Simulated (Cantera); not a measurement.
Mixture: CH4 : O2 : N2 = 1 : 4.26 : 16 (molar parts), equivalence ratio 0.47, at 38000 Pa, adiabatic and at constant pressure. Ignition delay is the time to a rise of 400 K.

Detailed kinetics in Cantera: GRI-Mech 3.0 (53 species, 325 reactions).

Task: What does this change do: N2 16 to 11 parts?

Result: 
| quantity | before | after |
|---|---|---|
| delay at 1223 K | 47.5 ms | 34.8 ms |
| delay at 1323 K | 12.5 ms | 9.31 ms |
| delay at 1423 K | 4.12 ms | 3.15 ms |
| delay at 1523 K | 1.68 ms | 1.31 ms |
| delay at 1623 K | 0.799 ms | 0.635 ms |
| delay at 1723 K | 0.422 ms | 0.340 ms |
| apparent activation energy between 1523 and 1723 K | 150 kJ/mol | 150 kJ/mol |
